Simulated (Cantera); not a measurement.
Standard-state values (1 bar) from the NASA 1993 polynomials, evaluated with Cantera. Values are per mole of reaction as written; species without (g) are pure solids or liquids, kept so even where they would boil at 1 bar.

V + O₂(g) ⇌ VO₂(g), with ΔH° = -232.7 kJ and ΔS° = 31.1 J/K at 300 K.

### Question
How far is the shortcut ΔG° ≈ ΔH°(300 K) − T·ΔS°(300 K) from the full temperature-dependent value at 575, 600, 625, 650, 675, 700, 725, 750, 775, 800 K?

### Answer
```tsv
T (K)	shortcut (kJ)	full (kJ)	difference (kJ)	difference in log10 K
575	-250.5	-249.6	-0.9	0.08
600	-251.3	-250.3	-1.1	0.09
625	-252.1	-250.9	-1.2	0.10
650	-252.9	-251.5	-1.4	0.11
675	-253.7	-252.1	-1.5	0.12
700	-254.4	-252.7	-1.7	0.13
725	-255.2	-253.3	-1.9	0.14
750	-256.0	-253.9	-2.1	0.14
775	-256.8	-254.5	-2.3	0.15
800	-257.6	-255.1	-2.5	0.16
```
The shortcut ignores the heat-capacity change of the reaction.
